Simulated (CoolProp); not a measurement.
Vapour-liquid equilibrium of propane (1) + cyclopropane (2) at 284.3 K; x and y are mole fractions of (1).

Computed with CoolProp (multi-fluid Helmholtz-energy mixture model, Lemmon 2009 and Polt 1992; pair parameters Bell 2016). This equation is an older, rougher fit; its heat capacities, sound speeds and derivatives of the liquid may be far off and weren't checked against measurements.

### Question
Give the bubble pressure and the first vapour's composition at x = 0.25, 0.65, 0.85. Is there an azeotrope?

### Answer
x = 0.25: 5.615 bar, y = 0.328; x = 0.65: 6.353 bar, y = 0.693; x = 0.85: 6.536 bar, y = 0.860. No azeotrope shows between x = 0.05 and 0.95.

Pair parameters are fitted to limited data, so mixtures are less certain than the pure fluids.
